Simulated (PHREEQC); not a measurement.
City or well water

A made-up water analysis in mg/L, 20 °C, pH 7.9, pe 2.3:

| constituent | mg/L |
|---|---|
| Na | 30.3 |
| K | 21.2 |
| Ca | 49.8 |
| Mg | 11.6 |
| Cl | 40.2 |
| S(6) as SO4 | 116 |
| Alkalinity as HCO3 | 87.1 |
| F | 0.191 |
| B | 0.753 |
| N(-3) as NH4 | 0.0753 |

Valence states are taken as typed.

The numbers come from PHREEQC with the ion-association model, phreeqc.dat.

This is a speciation only: nothing precipitates in the calculation.

Question: Estimate the ionic strength, charge-balance error, specific conductance.

Answer: ionic strength 0.00743 mol/kgw; charge-balance error 3.3 %; specific conductance 487 µS/cm.

Question: In which forms is S present?

Answer: SO4-2 87 %, CaSO4 8.3 %, MgSO4 3.8 % of the S.

Real BF4- forms and hydrolyses slowly; the run takes it at equilibrium.
